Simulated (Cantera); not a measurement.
What does this Cantera script print?

```python
import numpy as np
import cantera as ct

gas_names = """
    Ca CaCL CaCL2 Ca2 CL CL2 H HCL H2 N NH NH2 NH3 N2 N2H2 N2H4
""".split()
cond_names = """
    Ca(a) Ca(b) Ca(L) CaCL2(s) CaCL2(L) NH4CL(a) NH4CL(b)
""".split()


# ... load() reads the species with a 1 bar reference pressure and builds the phases ...
atoms = {
    'CaCl2': {'Ca': 1, 'CL': 2},
    'H2': {'H': 2},
    'N2': {'N': 2},
}
top_T = {}  # K; cautious upper limits of use, not melting points


# ... equilibrate(T, P, feed) seeds the gas with the atoms and calls Mixture.equilibrate('TP', solver="vcs", rtol=1e-11, max_steps=5000) ...
results = []
P = 1000  # Pa
for T in [1248, 1273, 1298, 1323, 1348, 1373, 1398, 1423, 1448, 1473]:
    for m in [0.28, 0.87, 2.7, 8.1, 25, 75, 230]:
        feed = {'CaCl2': 1, 'H2': 0.4, 'N2': m}  # mol
        mix = equilibrate(T, P, feed)
        results.append((T, P, feed, dict(zip(mix.species_names, mix.species_moles))))

for T, P, feed, n in results:
    print(f"{T:7g} {feed['N2']:10.4g}  " + (" + ".join(c for c in cond_names if n.get(c, 0) > 1e-12) or "gas only"))
```

It prints:

```
   1248       0.28  CaCL2(L)
   1248       0.87  CaCL2(L)
   1248        2.7  CaCL2(L)
   1248        8.1  CaCL2(L)
   1248         25  CaCL2(L)
   1248         75  CaCL2(L)
   1248        230  CaCL2(L)
   1273       0.28  CaCL2(L)
   1273       0.87  CaCL2(L)
   1273        2.7  CaCL2(L)
   1273        8.1  CaCL2(L)
   1273         25  CaCL2(L)
   1273         75  CaCL2(L)
   1273        230  CaCL2(L)
   1298       0.28  CaCL2(L)
   1298       0.87  CaCL2(L)
   1298        2.7  CaCL2(L)
   1298        8.1  CaCL2(L)
   1298         25  CaCL2(L)
   1298         75  CaCL2(L)
   1298        230  gas only
   1323       0.28  CaCL2(L)
   1323       0.87  CaCL2(L)
   1323        2.7  CaCL2(L)
   1323        8.1  CaCL2(L)
   1323         25  CaCL2(L)
   1323         75  CaCL2(L)
   1323        230  gas only
   1348       0.28  CaCL2(L)
   1348       0.87  CaCL2(L)
   1348        2.7  CaCL2(L)
   1348        8.1  CaCL2(L)
   1348         25  CaCL2(L)
   1348         75  gas only
   1348        230  gas only
   1373       0.28  CaCL2(L)
   1373       0.87  CaCL2(L)
   1373        2.7  CaCL2(L)
   1373        8.1  CaCL2(L)
   1373         25  CaCL2(L)
   1373         75  gas only
   1373        230  gas only
   1398       0.28  CaCL2(L)
   1398       0.87  CaCL2(L)
   1398        2.7  CaCL2(L)
   1398        8.1  CaCL2(L)
   1398         25  CaCL2(L)
   1398         75  gas only
   1398        230  gas only
   1423       0.28  CaCL2(L)
   1423       0.87  CaCL2(L)
   1423        2.7  CaCL2(L)
   1423        8.1  CaCL2(L)
   1423         25  gas only
   1423         75  gas only
   1423        230  gas only
   1448       0.28  CaCL2(L)
   1448       0.87  CaCL2(L)
   1448        2.7  CaCL2(L)
   1448        8.1  CaCL2(L)
   1448         25  gas only
   1448         75  gas only
   1448        230  gas only
   1473       0.28  CaCL2(L)
   1473       0.87  CaCL2(L)
   1473        2.7  CaCL2(L)
   1473        8.1  gas only
   1473         25  gas only
   1473         75  gas only
   1473        230  gas only
```

Equilibrium computed with Cantera from the NASA thermochemical tables; the gas is ideal and each condensed phase is pure.
